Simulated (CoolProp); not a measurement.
Ethanol at 298.15 K and 0.00524 MPa flows at 0.31 m/s in a round tube of 1 mm bore and 1.5 µm roughness, fully developed (64/Re and Nu = 3.66 if laminar; Colebrook and Gnielinski if turbulent). Each further row changes one setting.

The numbers come from the reference Helmholtz-energy equation of state, Schroeder 2014 in CoolProp.

```tsv
case	Reynolds number	Darcy friction factor	pressure drop (Pa/m)	heat-transfer coefficient (W/(m² K))	mass flow (kg/h)
as stated	3.45	[?]	[?]	55.7	8.57e-5
velocity 0.62 m/s	6.91	9.27	[?]	55.7	[?]
diameter 2 mm	6.91	9.27	21.8	27.9	[?]
```

Q: Fill in the missing entries.

A: 
- as stated, Darcy friction factor: 18.5
- as stated, pressure drop (Pa/m): 87.0
- velocity 0.62 m/s, pressure drop (Pa/m): 174
- velocity 0.62 m/s, mass flow (kg/h): 0.000171
- diameter 2 mm, mass flow (kg/h): 0.000343

Viscosity comes from a separate model (Kiselev 2005). Thermal conductivity comes from a separate model (Assael 2013).
